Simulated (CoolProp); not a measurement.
Vapour-liquid equilibrium of benzene (1) + n-dodecane (2) at 1.91 bar; x and y are mole fractions of (1).

Values from CoolProp's multi-fluid Helmholtz-energy mixture model, Thol 2012 and Lemmon 2004; pair parameters Bell 2016.

```csv
x,"bubble temperature, mixture model (°C)","bubble temperature, Raoult's law (°C)","y, mixture model","y, Raoult's law"
0.05,227.2,216.9,0.327,0.489
0.15,193.3,181.0,0.730,0.821
0.25,167.1,159.4,0.887,0.918
0.35,148.7,144.7,0.946,0.957
0.45,135.8,133.9,0.971,0.975
0.55,126.5,125.6,0.983,0.985
0.65,119.3,118.8,0.990,0.991
0.75,113.5,113.1,0.994,0.995
0.85,108.6,108.3,0.997,0.998
0.95,104.2,104.1,0.999,0.999
```

The largest gap from Raoult's law is +12.3 K in bubble temperature, at x = 0.15. No azeotrope shows between x = 0.05 and 0.95.

The pair parameters rest on a limited set of measurements; away from them the model extrapolates.
